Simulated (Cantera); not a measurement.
What does this Cantera script print?

```python
import numpy as np
import cantera as ct

gas_names = """
    H H2 N NH NH2 NH3 N2 N2H2 N2H4 Si SiH SiH2 SiH3 SiH4 SiN Si2 Si2N Si3
""".split()
cond_names = """
    Si(cr) Si(L) Si3N4(a)
""".split()


# ... load() reads the species with a 1 bar reference pressure and builds the phases ...
atoms = {
    'SiH4': {'Si': 1, 'H': 4},
    'N2': {'N': 2},
}
top_T = {'Si3N4(a)': 2400}  # K; cautious upper limits of use, not melting points


# ... equilibrate(T, P, feed) seeds the gas with the atoms and calls Mixture.equilibrate('TP', solver="vcs", rtol=1e-11, max_steps=5000) ...
results = []
feed = {'SiH4': 1, 'N2': 0.66}  # mol
P = 150  # Pa
for T in [1725, 1750, 1775, 1800, 1825, 1850, 1875, 1900, 1925, 1950, 1975, 2000, 2025, 2050]:
    mix = equilibrate(T, P, feed)
    results.append((T, P, feed, dict(zip(mix.species_names, mix.species_moles))))
    x = sorted(zip(gas.X, gas.species_names), reverse=True)
    print(f"T = {T:g} K  P = {P:g} Pa  gas = {mix.phase_moles(0):.4g} mol")
    print("   x: " + "  ".join(f"{s} {v:.3e}" for v, s in x if v > 0.0001))
    print("   condensed (mol): " + ("  ".join(f"{mix.phase(i).name} {mix.phase_moles(i):.4g}"
          for i in range(1, mix.n_phases) if mix.phase_moles(i) > 1e-12) or "none"))
```

It prints:

```
T = 1725 K  P = 150 Pa  gas = 2.667 mol
   x: H2 7.477e-01  N2 2.474e-01  H 4.146e-03  Si 6.768e-04
   condensed (mol): Si(L) 0.998
T = 1750 K  P = 150 Pa  gas = 2.67 mol
   x: H2 7.465e-01  N2 2.472e-01  H 5.188e-03  Si 1.001e-03
   condensed (mol): Si(L) 0.997
T = 1775 K  P = 150 Pa  gas = 2.673 mol
   x: H2 7.450e-01  N2 2.469e-01  H 6.451e-03  Si 1.463e-03
   condensed (mol): Si(L) 0.9957
T = 1800 K  P = 150 Pa  gas = 2.677 mol
   x: H2 7.432e-01  N2 2.466e-01  H 7.970e-03  Si 2.117e-03
   condensed (mol): Si(L) 0.9938
T = 1825 K  P = 150 Pa  gas = 2.682 mol
   x: H2 7.409e-01  N2 2.461e-01  H 9.787e-03  Si 3.032e-03  SiH 1.074e-04
   condensed (mol): Si(L) 0.9911
T = 1850 K  P = 150 Pa  gas = 2.688 mol
   x: H2 7.380e-01  N2 2.455e-01  H 1.195e-02  Si 4.299e-03  SiH 1.418e-04
   condensed (mol): Si(L) 0.9874
T = 1875 K  P = 150 Pa  gas = 2.696 mol
   x: H2 7.344e-01  N2 2.447e-01  H 1.450e-02  Si 6.039e-03  SiH 1.858e-04
   condensed (mol): Si(L) 0.9823
T = 1900 K  P = 150 Pa  gas = 2.707 mol
   x: H2 7.299e-01  N2 2.437e-01  H 1.750e-02  Si 8.406e-03  SiH 2.414e-04
   condensed (mol): Si(L) 0.9754
T = 1925 K  P = 150 Pa  gas = 2.721 mol
   x: H2 7.243e-01  N2 2.425e-01  H 2.101e-02  Si 1.160e-02  SiH 3.113e-04
   condensed (mol): Si(L) 0.966
T = 1950 K  P = 150 Pa  gas = 2.739 mol
   x: H2 7.174e-01  N2 2.408e-01  H 2.507e-02  Si 1.587e-02  SiH 3.984e-04  Si2 1.454e-04  Si2N 1.223e-04
   condensed (mol): Si(L) 0.9533
T = 1975 K  P = 150 Pa  gas = 2.762 mol
   x: H2 7.088e-01  N2 2.388e-01  H 2.974e-02  Si 2.155e-02  SiH 5.058e-04  Si2 2.102e-04  Si2N 1.516e-04  SiN 1.128e-04
   condensed (mol): Si(L) 0.9362
T = 2000 K  P = 150 Pa  gas = 2.792 mol
   x: H2 6.983e-01  N2 2.362e-01  H 3.509e-02  Si 2.903e-02  SiH 6.373e-04  Si2 3.009e-04  Si2N 1.868e-04  SiN 1.422e-04
   condensed (mol): Si(L) 0.9133
T = 2025 K  P = 150 Pa  gas = 2.831 mol
   x: H2 6.853e-01  N2 2.329e-01  H 4.114e-02  Si 3.881e-02  SiH 7.967e-04  Si2 4.270e-04  Si2N 2.285e-04  SiN 1.781e-04
   condensed (mol): Si(L) 0.8826
T = 2050 K  P = 150 Pa  gas = 2.882 mol
   x: H2 6.695e-01  N2 2.288e-01  Si 5.152e-02  H 4.793e-02  SiH 9.878e-04  Si2 6.006e-04  Si2N 2.775e-04  SiN 2.212e-04  Si3 1.257e-04
   condensed (mol): Si(L) 0.8416
```

Method: chemical equilibrium by Gibbs-energy minimisation in Cantera with the NASA 1993 tables (ideal gas, pure condensed phases). The tables' values for SiN are old estimates; treat these amounts as uncertain. Gases not in the tables: Si2H6 and higher silanes.
